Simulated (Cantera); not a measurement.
A Cantera script and what it prints.

```python
import numpy as np
import cantera as ct

gas_names = """
    F F2 FS2F,fluorodisu S SF SF2 SF3 SF4 SF5 SF6 S2 S2F2,thiothiony S8 Si SiF SiF2 SiF3 SiF4 SiS Si2
    Si3
""".split()
cond_names = """
    S(cr1) S(cr2) S(L) Si(cr) Si(L)
""".split()


def load(file, names, dense=False):
    # The tables refer to 1 bar. Condensed volumes are neglected.
    table = {s.name: s for s in ct.Species.list_from_file(file)}
    out = []
    for n in names:
        d = dict(table[n].input_data)
        d["thermo"] = dict(d["thermo"], **{"reference-pressure": 1e5})
        if dense:
            d["equation-of-state"] = {"model": "constant-volume", "density": "1e6 g/cm^3"}
        out.append(ct.Species.from_dict(d))
    return out


gas = ct.Solution(thermo="ideal-gas", species=load("nasa_gas.yaml", gas_names))
cond = {s.name: ct.Solution(thermo="fixed-stoichiometry", species=[s], name=s.name)
        for s in load("nasa_condensed.yaml", cond_names, dense=True)}
atoms = {
    'Si': {'Si': 1},
    'SF6': {'S': 1, 'F': 6},
}
top_T = {}  # K; cautious upper limits of use, not melting points


def equilibrate(T, P, feed):
    n = {}
    for name, mol in feed.items():
        for a, k in atoms[name].items():
            n[a] = n.get(a, 0.0) + k * mol
    gas.TPX = T, P, n
    mass = sum(n.values()) * gas.mean_molecular_weight
    gas.equilibrate("TP")
    valid = [c for c in cond.values() if c.min_temp <= T <= top_T.get(c.name, c.max_temp)]
    mix = ct.Mixture([(gas, mass / gas.mean_molecular_weight)] + [(c, 0.0) for c in valid])
    mix.T, mix.P = T, P
    mix.equilibrate("TP", solver="vcs", rtol=1e-11, max_steps=5000)
    return mix


results = []
feed = {'Si': 1, 'SF6': 1.3}  # mol
T = 1473.15  # K
P = 1.1  # Pa
mix = equilibrate(T, P, feed)
results.append((T, P, feed, dict(zip(mix.species_names, mix.species_moles))))
x = sorted(zip(gas.X, gas.species_names), reverse=True)
print(f"T = {T:g} K  P = {P:g} Pa  gas = {mix.phase_moles(0):.4g} mol")
print("   x: " + "  ".join(f"{s} {v:.3e}" for v, s in x if v > 0.0001))
print("   condensed (mol): " + ("  ".join(f"{mix.phase(i).name} {mix.phase_moles(i):.4g}"
      for i in range(1, mix.n_phases) if mix.phase_moles(i) > 1e-12) or "none"))
```

It prints:

```
T = 1473.15 K  P = 1.1 Pa  gas = 3.618 mol
   x: F 3.787e-01  SF2 3.173e-01  SiF4 2.764e-01  SF 9.619e-03  S2F2,thiothiony 8.801e-03  S2 5.426e-03  SF3 2.815e-03  S 6.582e-04  SF4 2.648e-04
   condensed (mol): none
```

Equilibrium computed with Cantera from the NASA thermochemical tables; the gas is ideal and each condensed phase is pure. The tables' values for S2F2 (SSF2), SF3, FS2F (FSSF) are old estimates; treat these amounts as uncertain.
